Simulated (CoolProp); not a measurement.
A Linde-Hampson liquefier for oxygen: isothermal reversible compression at 300 K from 1 atm to 25 MPa, throttling to 1 atm, return gas leaving the recuperator 0 K below the feed. Each further row changes one setting.

The numbers come from the reference Helmholtz-energy equation of state, Schmidt 1985 in CoolProp.

```json
[
 {"case": "as stated", "liquid yield per pass": "(withheld)", "compression work (kJ/kg of gas)": "422"},
 {"case": "high pressure 50 MPa", "liquid yield per pass": "(withheld)", "compression work (kJ/kg of gas)": "(withheld)"},
 {"case": "warm-end temperature 330 K", "liquid yield per pass": "0.094", "compression work (kJ/kg of gas)": "(withheld)"},
 {"case": "warm-end gap 5 K", "liquid yield per pass": "(withheld)", "compression work (kJ/kg of gas)": "422"}
]
```

Q: Some entries are withheld; supply them.

A: 
- as stated, liquid yield per pass: 0.123
- high pressure 50 MPa, liquid yield per pass: 0.163
- high pressure 50 MPa, compression work (kJ/kg of gas): 477
- warm-end temperature 330 K, compression work (kJ/kg of gas): 468
- warm-end gap 5 K, liquid yield per pass: 0.113

Above 300 K oxygen's equation is extrapolated.
